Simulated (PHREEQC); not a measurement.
Consider water at 25 °C with 0.3 mol/kgw FeCl3, 0.0051 mol/kgw NaHCO3, 0.00017 mol/kgw NaCl and 0.056 mol/kgw KOH. Closed to the air; pH follows from the charge balance.

Computed with PHREEQC (ion-association model, phreeqc.dat).

The ionic strength comes out as 1.01 mol/kgw. What activity coefficients do H+, K+, Fe3(OH)4+5, HCO3-, Na+ get?

H+ 0.74, K+ 0.60, Fe3(OH)4+5 0.0029, HCO3- 0.65, Na+ 0.73.

Precipitation was switched off in this run. Examples of supersaturated solids here: Hematite (slow to form), Goethite (slow to form). Others may be too. Ionic strength above about 0.7 mol/kgw puts this run outside the model's range. Species that the database lacks are ignored.
